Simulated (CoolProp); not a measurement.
Ethane at several states: density (kg/m³) from the reference equation and from simpler models built on Tc = 305.3 K, pc = 48.72 bar, ω = 0.099; each cubic takes its own stable root.

Values from CoolProp's reference Helmholtz-energy equation of state, Bücker 2006.

| T (K) | p (bar) | phase | reference | Redlich-Kwong | Soave-Redlich-Kwong |
|---|---|---|---|---|---|
| 318.1 | 186 | supercritical | 389.1 | 366.6 | 365.0 |
| 577.5 | 3.61 | gas | 2.266 | 2.268 | 2.265 |
| 123.9 | 2.21 | liquid | 614.7 | 592.0 | 589.1 |
| 192.4 | 0.386 | gas | 0.7335 | 0.7327 | 0.7328 |
| 618.5 | 6.54 | gas | 3.834 | 3.839 | 3.830 |
